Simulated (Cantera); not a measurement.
What does this Cantera script print?

```python
import numpy as np
import cantera as ct

gas_names = """
    H HNO HNO2 HNO3 HO2 H2 H2O H2O2 N NH NH2 NH3 NH2OH NO NO2 NO3 N2 N2H2 N2H4 N2O O OH O2 O3 Si SiH
    SiH2 SiH3 SiH4 SiN SiO SiO2 Si2 Si2N Si3
""".split()
cond_names = """
    H2O(s) H2O(L) Si(cr) Si(L) SiO2(Lqz) SiO2(hqz) SiO2(L) Si2N2O(s) Si3N4(a)
""".split()


def load(file, names, dense=False):
    # The tables refer to 1 bar. Condensed volumes are neglected.
    table = {s.name: s for s in ct.Species.list_from_file(file)}
    out = []
    for n in names:
        d = dict(table[n].input_data)
        d["thermo"] = dict(d["thermo"], **{"reference-pressure": 1e5})
        if dense:
            d["equation-of-state"] = {"model": "constant-volume", "density": "1e6 g/cm^3"}
        out.append(ct.Species.from_dict(d))
    return out


gas = ct.Solution(thermo="ideal-gas", species=load("nasa_gas.yaml", gas_names))
cond = {s.name: ct.Solution(thermo="fixed-stoichiometry", species=[s], name=s.name)
        for s in load("nasa_condensed.yaml", cond_names, dense=True)}
atoms = {
    'Si3N4': {'Si': 3, 'N': 4},
    'N2O': {'N': 2, 'O': 1},
    'H2': {'H': 2},
}
top_T = {'Si2N2O(s)': 2100, 'Si3N4(a)': 2400}  # K; cautious upper limits of use, not melting points


def equilibrate(T, P, feed):
    n = {}
    for name, mol in feed.items():
        for a, k in atoms[name].items():
            n[a] = n.get(a, 0.0) + k * mol
    gas.TPX = T, P, n
    mass = sum(n.values()) * gas.mean_molecular_weight
    gas.equilibrate("TP")
    valid = [c for c in cond.values() if c.min_temp <= T <= top_T.get(c.name, c.max_temp)]
    mix = ct.Mixture([(gas, mass / gas.mean_molecular_weight)] + [(c, 0.0) for c in valid])
    mix.T, mix.P = T, P
    mix.equilibrate("TP", solver="vcs", rtol=1e-11, max_steps=5000)
    return mix


results = []
feed = {'Si3N4': 1, 'N2O': 1.8, 'H2': 62}  # mol
P = 1.7  # Pa
for T in [1273, 1373, 1473, 1573, 1673, 1773, 1873, 1973, 2073, 2173, 2273]:
    mix = equilibrate(T, P, feed)
    results.append((T, P, feed, dict(zip(mix.species_names, mix.species_moles))))

top = {s: max(r[3][s] / sum(r[3][g] for g in gas_names) for r in results) for s in gas_names}
cols = sorted((s for s in top if top[s] > 1e-06), key=lambda s: -top[s])[:8]
seen = [c for c in cond_names if any(r[3].get(c, 0) > 1e-12 for r in results)]
print("log10 of partial pressures in bar; condensed amounts in mol")
print(f"{'T/K':>10s}" + "".join(f"{s[:9]:>10s}" for s in cols + seen))
for T, P, feed, n in results:
    ng = sum(n[g] for g in gas_names)
    print(f"{T:10.4g}" + "".join(f"{np.log10(max(n[s] / ng * P / 1e5, 1e-99)):10.3f}" for s in cols)
          + "".join(f"{n.get(c, 0):10.4g}" for c in seen))
```

Output:

```
log10 of partial pressures in bar; condensed amounts in mol
       T/K        H2         H        N2       SiO        Si       SiH       Si2      Si2N    Si(cr) Si2N2O(s)
      1273    -4.791    -8.543    -6.169    -6.806   -13.285   -14.696   -19.553   -18.273         0       1.2
      1373    -4.792    -7.873    -6.169    -6.805    -9.481   -11.122   -12.875   -12.165         0     1.199
      1473    -4.809    -7.302    -6.020    -6.345    -8.262   -10.110   -11.240   -10.950     1.178         0
      1573    -4.813    -6.797    -6.023    -6.348    -7.260    -9.285    -9.938   -10.079    0.9752         0
      1673    -4.827    -6.357    -6.033    -6.357    -6.540    -8.726    -9.116    -9.641         0         0
      1773    -4.845    -5.968    -6.041    -6.366    -6.545    -8.876    -9.673   -10.538         0         0
      1873    -4.883    -5.632    -6.058    -6.383    -6.561    -9.033   -10.194   -11.367         0         0
      1973    -4.956    -5.348    -6.089    -6.413    -6.591    -9.210   -10.693   -12.151         0         0
      2073    -5.088    -5.124    -6.136    -6.460    -6.637    -9.421   -11.184   -12.909         0         0
      2173    -5.298    -4.966    -6.194    -6.518    -6.695    -9.675   -11.660   -13.635         0         0
      2273    -5.593    -4.872    -6.246    -6.570    -6.746    -9.957   -12.093   -14.294         0         0
```

Cantera equilibrium calculation (NASA polynomials, part measured and part estimated; ideal gas, pure solids and liquids). The tables' values for SiN are old estimates; treat these amounts as uncertain.
